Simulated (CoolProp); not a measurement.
Vapour-liquid equilibrium of R141b (1) + n-pentane (2) at 421.8 K; x and y are mole fractions of (1).

Computed with CoolProp (multi-fluid Helmholtz-energy mixture model, Lemmon 2006 and Thol 2019; pair parameters Bell 2016).

```tsv
x	bubble pressure (bar)	y at the bubble point	dew pressure at overall composition x (bar)	liquid density (mol/L)
0.05	15.92	0.063	15.84	6.453
0.2	16.80	0.231	16.65	6.598
0.35	17.38	0.378	17.29	6.780
0.5	17.74	0.516	17.71	6.999
0.65	17.90	0.654	17.90	7.256
0.8	17.88	0.796	17.88	7.549
0.95	17.69	0.947	17.69	7.875
```

y crosses x between x = 0.65 and 0.8: the model has an azeotrope there.

The pair parameters rest on a limited set of measurements; away from them the model extrapolates.
